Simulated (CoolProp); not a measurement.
C2F6 (R116) along the isotherm -22.45 °C: density (kg/m³) from the reference equation and from simpler models built on Tc = 19.9 °C, pc = 30.48 bar, ω = 0.257; each cubic takes its own stable root.

The numbers come from the reference Helmholtz-energy equation of state, Lemmon 2006 in CoolProp. It is a short technical equation, of lower accuracy than the large ones.

```json
[
 {"p (bar)": "0.241", "phase": "gas", "reference": "1.603"},
 {"p (bar)": "0.354", "phase": "gas", "reference": "2.359"},
 {"p (bar)": "0.519", "phase": "gas", "reference": "3.470"},
 {"p (bar)": "0.762", "phase": "gas", "reference": "5.118"},
 {"p (bar)": "1.12", "phase": "gas", "reference": "7.574"},
 {"p (bar)": "1.64", "phase": "gas", "reference": "11.21"},
 {"p (bar)": "2.41", "phase": "gas", "reference": "16.73"},
 {"p (bar)": "3.54", "phase": "gas", "reference": "25.18"},
 {"p (bar)": "5.19", "phase": "gas", "reference": "38.40"},
 {"p (bar)": "7.62", "phase": "gas", "reference": "60.36"},
 {"p (bar)": "11.2", "phase": "liquid", "reference": "1315"},
 {"p (bar)": "16.4", "phase": "liquid", "reference": "1323"},
 {"p (bar)": "24.1", "phase": "liquid", "reference": "1334"},
 {"p (bar)": "35.4", "phase": "liquid", "reference": "1348"},
 {"p (bar)": "51.9", "phase": "liquid", "reference": "1368"},
 {"p (bar)": "76.2", "phase": "liquid", "reference": "1392"}
]
```

### Question
How far does each simpler model (van der Waals, Redlich-Kwong, Soave-Redlich-Kwong) lie from the reference over these 16 states: mean and median of the absolute difference, and the worst?

### Answer
- van der Waals: mean 17.3 %, median 2.3 %, worst -93.0 % at -22.45 °C and 11.2 bar
- Redlich-Kwong: mean 9.2 %, median 0.7 %, worst -92.6 % at -22.45 °C and 11.2 bar
- Soave-Redlich-Kwong: mean 2.6 %, median 0.1 %, worst -8.4 % at -22.45 °C and 11.2 bar

At some of these states van der Waals, Redlich-Kwong gives the other phase, because its saturation line lies elsewhere.
